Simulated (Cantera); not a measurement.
# Aluminium and copper etching: Al + I2 + N2

Feed: 1 mol Al, 0.45 mol I2, 16 mol N2, equilibrated at 13.3 mbar.

Cantera equilibrium calculation (NASA polynomials, part measured and part estimated; ideal gas, pure solids and liquids). Candidate condensed phases: Al, AlI3, AlN, I2; 10 gas species. Equilibrium is a limit: real reactors are often held back by kinetics, nucleation or transport.

```json
[
 {"T (K)": "523", "x N2": "0.974", "x I": "1.68e-5", "x I2": "0.0231", "x AlI3": "0.00327", "x AlI": "<1e-12", "x Al2I6": "5.35e-5", "n AlN(s)": "0.946"},
 {"T (K)": "623", "x N2": "0.975", "x I": "0.000243", "x I2": "0.0177", "x AlI3": "0.00693", "x AlI": "<1e-12", "x Al2I6": "6.38e-6", "n AlN(s)": "0.889"},
 {"T (K)": "723", "x N2": "0.976", "x I": "0.00159", "x I2": "0.0128", "x AlI3": "0.00973", "x AlI": "<1e-12", "x Al2I6": "9.58e-7", "n AlN(s)": "0.845"},
 {"T (K)": "823", "x N2": "0.974", "x I": "0.00627", "x I2": "0.00902", "x AlI3": "0.0106", "x AlI": "2.20e-12", "x Al2I6": "1.69e-7", "n AlN(s)": "0.830"},
 {"T (K)": "923", "x N2": "0.968", "x I": "0.0171", "x I2": "0.00589", "x AlI3": "0.00903", "x AlI": "4.55e-10", "x Al2I6": "2.79e-8", "n AlN(s)": "0.855"},
 {"T (K)": "1023", "x N2": "0.958", "x I": "0.0334", "x I2": "0.00319", "x AlI3": "0.00523", "x AlI": "2.85e-8", "x Al2I6": "2.92e-9", "n AlN(s)": "0.915"},
 {"T (K)": "1123", "x N2": "0.950", "x I": "0.0472", "x I2": "0.00127", "x AlI3": "0.00178", "x AlI": "6.85e-7", "x Al2I6": "1.32e-10", "n AlN(s)": "0.971"},
 {"T (K)": "1223", "x N2": "0.946", "x I": "0.0528", "x I2": "0.000411", "x AlI3": "0.000419", "x AlI": "8.08e-6", "x Al2I6": "3.38e-12", "n AlN(s)": "0.993"},
 {"T (K)": "1323", "x N2": "0.945", "x I": "0.0543", "x I2": "0.000137", "x AlI3": "9.86e-5", "x AlI": "6.05e-5", "x Al2I6": "<1e-12", "n AlN(s)": "0.997"}
]
```
x: gas mole fraction; n: condensed amount in mol.

From 523 K to 1323 K the condensed part is AlN(s). The main Al-bearing gas is AlI3 throughout. The share of Al in condensed phases is highest at 1323 K (99.7 %) and lowest at 823 K (83.0 %).
